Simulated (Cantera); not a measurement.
Mixture: H₂ : O₂ : N₂ : H₂O = 1 : 0.962 : 3.62 : 0.55 (molar parts), equivalence ratio 0.52, at 0.484 atm, adiabatic and at constant volume. Ignition delay is the time to a rise of 400 K.

Computed with Cantera and the H2/O2 subset of GRI-Mech 3.0, which has no nitrogen chemistry. Where the delays flatten at high temperature, the 400 K rule measures the pace of heat release, not the induction time.

**Question.** What does this change do: pressure from 0.484 atm to 0.572 atm?

**Answer.** 
```csv
quantity,before,after
delay at 1223 K,0.101 ms,84.9 µs
delay at 1423 K,59.1 µs,47.2 µs
delay at 1623 K,55.8 µs,42.4 µs
delay at 1823 K,68.0 µs,50.2 µs
```

**Question.** What does this change do: constant pressure in place of constant volume?

**Answer.** 
```csv
quantity,before,after
delay at 1223 K,0.101 ms,0.114 ms
delay at 1423 K,59.1 µs,77.0 µs
delay at 1623 K,55.8 µs,81.3 µs
delay at 1823 K,68.0 µs,0.103 ms
```
